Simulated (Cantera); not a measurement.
Charge: 1 mol Si(CH3)4, 0.044 mol HCl, 120 mol H2, 0.37 mol C2H2, equilibrated at 2102 °C and 1000 Pa.

Equilibrium computed with Cantera from the NASA thermochemical tables; the gas is ideal and each condensed phase is pure. Candidate condensed phases: C, C6H6, C7H8, C8H18, Si, SiC; 109 gas species. Gases not in the tables: Si2H6 and higher silanes. The numbers say what is thermodynamically allowed, not how fast it happens.

Base state: H2 0.857, H 0.131, Si 0.00587, C2H2 (acetylene) 0.00532, SiC2 0.00104, HCl 0.000290, SiH 0.000175, Si2C 0.000112 (mole fractions); condensed: C(graphite).

What changes in the equilibrium state with this change: temperature from 2102 °C to 2000 °C?


```tsv
species	before	after
H2	0.857	0.909
H	0.131	0.0801
Si	0.00587	0.00597
C2H2 (acetylene)	0.00532	0.00343
C2H	4.40e-5	1.27e-5
C4H2	1.36e-5	5.28e-6
Si2C	0.000112	0.000273
SiH2	1.80e-5	3.08e-5
Cl	3.16e-5	1.97e-5
C(graphite), mol	2.97	3.59
```

What changes in the equilibrium state with this change: H2 from 120 to 530 mol?


```
species             before     after
----------------  --------  --------
H2                   0.857     0.863
H                    0.131     0.131
C2H2 (acetylene)   0.00532   0.00387
Si                 0.00587   0.00149
Si2C              0.000112   6.13e-6
SiC2               0.00104  0.000190
Cl                 3.16e-5   7.48e-6
HCl               0.000290   6.90e-5
SiH               0.000175   4.45e-5
C(graphite), mol      2.97         0
```

What changes in the equilibrium state with this change: temperature from 2102 °C to 1275 °C?


```
species             before     after
----------------  --------  --------
H2                   0.857     0.999
HCl               0.000290  0.000348
H                    0.131  0.000308
Si                 0.00587   2.78e-8
SiC2               0.00104     <1e-9
Si2C              0.000112     <1e-9
C(graphite), mol      2.97      3.73
SiC(s), mol              0     1.000
```
